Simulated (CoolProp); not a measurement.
A closed Brayton cycle with carbon dioxide: compressor inlet 310.15 K and 8.2 MPa, high pressure 21.4 MPa, turbine inlet 780 K, compressor efficiency 0.8, turbine efficiency 0.93, recuperator effectiveness 0.95 (on enthalpy, no pinch check). Each further row changes one setting.

Model: reference Helmholtz-energy equation of state, Span 1996, in CoolProp.

```json
[
 {"case": "as stated", "thermal efficiency (%)": "35.7", "net work (kJ/kg)": "88.1", "compressor to turbine work": "0.28", "compressor exit (K)": "365.7", "turbine exit (K)": "665.8"},
 {"case": "turbine inlet 730 K", "thermal efficiency (%)": "33.6", "net work (kJ/kg)": "79.0", "compressor to turbine work": "0.30", "compressor exit (K)": "365.7", "turbine exit (K)": "620.1"},
 {"case": "compressor inlet 320.15 K", "thermal efficiency (%)": "34.2", "net work (kJ/kg)": "73.8", "compressor to turbine work": "0.40", "compressor exit (K)": "398.1", "turbine exit (K)": "665.8"},
 {"case": "high pressure 18.2 MPa", "thermal efficiency (%)": "34.2", "net work (kJ/kg)": "76.1", "compressor to turbine work": "0.26", "compressor exit (K)": "356.0", "turbine exit (K)": "684.6"},
 {"case": "recuperator effectiveness 0.5", "thermal efficiency (%)": "21.8", "net work (kJ/kg)": "88.1", "compressor to turbine work": "0.28", "compressor exit (K)": "365.7", "turbine exit (K)": "665.8"}
]
```
